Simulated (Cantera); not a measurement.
A closed system holds: 1 mol HMDSO, 5.5 mol CO2, 92 mol N2, at 1.33 mbar.

These are equilibrium values from Cantera (NASA tables, ideal gas, pure condensed phases), not measurements of a reactor. Candidate condensed phases: C, C6H6, C7H8, C8H18, H2O, Si, SiC, SiO2, Si2N2O, Si3N4; 151 gas species. The feed counts by its element totals alone. The numbers say what is thermodynamically allowed, not how fast it happens. All values below are at 650 K.

Base state: N2 0.870, H2 0.0789, CO2 0.0242, CO 0.0214, H2O 0.00574, CH4 0.000216 (mole fractions); condensed: C(graphite) + SiO2(α-quartz).

What changes in the equilibrium state with this change: HMDSO replaced by SiH4?


| species | before | after |
|---|---|---|
| N2 | 0.870 | 0.925 |
| CO2 | 0.0242 | 0.0334 |
| CO | 0.0214 | 0.0219 |
| H2 | 0.0789 | 0.0183 |
| CH4 | 0.000216 | 8.81e-6 |
| H2O | 0.00574 | 0.00179 |
| C(graphite), mol | 6.65 | 0 |
| SiO2(α-quartz), mol | 2.00 | 1.00 |
